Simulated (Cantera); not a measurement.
Feed: 1 mol CaSO4, 1.7 mol H2, 0.027 mol CO2, at 1898 K and 7.50 Torr.

These are equilibrium values from Cantera (NASA tables, ideal gas, pure condensed phases), not measurements of a reactor. Candidate condensed phases: C, C6H6, C7H8, C8H18, Ca, CaCO3, CaO, Ca(OH)2, CaS, CaSO4, H2O, H2SO4, S; 129 gas species. The numbers say what is thermodynamically allowed, not how fast it happens.

Problem. What is the equilibrium state?

Solution. 
```json
{
  "x(H2O)": "0.484",
  "x(SO2)": "0.299",
  "x(H2)": "0.144",
  "x(SO)": "0.0391",
  "x(S2)": "0.0138",
  "x(CO)": "0.00559",
  "x(CO2)": "0.00446",
  "x(H)": "0.00297",
  "x(SH)": "0.00252",
  "n(CaO(s))": "1.000 mol",
  "gas_amount": "2.687 mol",
  "log10 activity of CaS(s) (absent)": "-0.90",
  "log10 activity of S(l) (absent)": "-3.45",
  "log10 activity of Ca(l) (absent)": "-8.50"
}
```
